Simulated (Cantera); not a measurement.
Charge: 1 mol Si, a varied amount of Br2, 0.2 mol H2, at 1.00 bar.

These are equilibrium values from Cantera (NASA tables, ideal gas, pure condensed phases), not measurements of a reactor. Candidate condensed phases: Br2, Si; 19 gas species. The tables' values for SiBr3 are old estimates. Rates play no part.

Q: What condenses at these points (T in °C, n(Br2) in mol): (727, 2.4); (777, 1.9); (727, 2.2); (877, 2.4); (1027, 1.7)?

A: 
```csv
T (°C),n(Br2) in mol,condensed phases,Si condensed (%)
727,2.4,gas only,0.0
777,1.9,Si,4.3
727,2.2,gas only,0.0
877,2.4,gas only,0.0
1027,1.7,Si,10.3
```
